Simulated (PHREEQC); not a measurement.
A solution holds 0.42 mol/kgw ZnSO4 and 0.0022 mol/kgw H3BO3, at 15 °C. It is in equilibrium with CO2 at log p = 0 (atm). Otherwise closed; pH follows from the charge balance.

All values are PHREEQC results (ion-association model, phreeqc.dat), not measurements.

```json
{
 "pH": "3.71",
 "ionic_strength": "0.801 mol/kgw",
 "activity_of_water": "0.990",
 "density": "1.068 g/cm³"
}
```

```
species     molality  activity   log γ
----------  --------  --------  ------
Zn+2           0.200    0.0373  -0.729
ZnSO4          0.135     0.163   0.080
SO4-2          0.116    0.0201  -0.761
Zn(SO4)2-2    0.0841    0.0288  -0.465
CO2           0.0377    0.0453   0.080
H3BO3        0.00220   0.00265   0.080
ZnHCO3+     0.000536  0.000410  -0.116
HSO4-       0.000407  0.000311  -0.116
H+          0.000260  0.000196  -0.124
HCO3-       0.000130   8.73e-5  -0.174
```

Precipitation was switched off in this run. Caution: at this ionic strength the ion-association model is outside its range; a Pitzer model would be the better tool where its parameters exist.
